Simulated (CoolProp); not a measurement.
Vapour pressure (MPa) of nitrogen: the reference equation beside estimates from Tc = -147.0 °C, pc = 3.396 MPa, ω = 0.037. Clausius-Clapeyron is anchored at -186.25 °C with a constant enthalpy of vaporisation of 5.199 kJ/mol.

The numbers come from the reference Helmholtz-energy equation of state, Span 2000 in CoolProp.

| T (°C) | reference | Lee-Kesler | Clausius-Clapeyron | Redlich-Kwong |
|---|---|---|---|---|
| -197.55 | 0.08196 | 0.08145 | 0.09338 | 0.06843 |
| -194.65 | 0.1157 | 0.1152 | 0.1268 | 0.1006 |
| -191.85 | 0.1575 | 0.1570 | 0.1668 | 0.1414 |
| -189.05 | 0.2096 | 0.2093 | 0.2154 | 0.1934 |
| -186.25 | 0.2737 | 0.2736 | 0.2737 | 0.2582 |
| -183.35 | 0.3543 | 0.3545 | 0.3453 | 0.3406 |
| -180.55 | 0.4475 | 0.4478 | 0.4263 | 0.4367 |
| -177.75 | 0.5573 | 0.5578 | 0.5197 | 0.5505 |
| -174.95 | 0.6854 | 0.6859 | 0.6265 | 0.6837 |
| -172.05 | 0.8393 | 0.8394 | 0.7520 | 0.8438 |
| -169.25 | 1.010 | 1.010 | 0.8884 | 1.021 |
| -166.45 | 1.204 | 1.203 | 1.040 | 1.222 |
| -163.65 | 1.424 | 1.422 | 1.208 | 1.449 |
| -160.75 | 1.680 | 1.677 | 1.400 | 1.712 |
| -157.95 | 1.958 | 1.954 | 1.603 | 1.994 |

Absolute difference from the reference over all 15 rows, mean and median: Lee-Kesler 0.2 and 0.1 %, Clausius-Clapeyron 9.4 and 9.6 %, Redlich-Kwong 4.6 and 1.9 %.
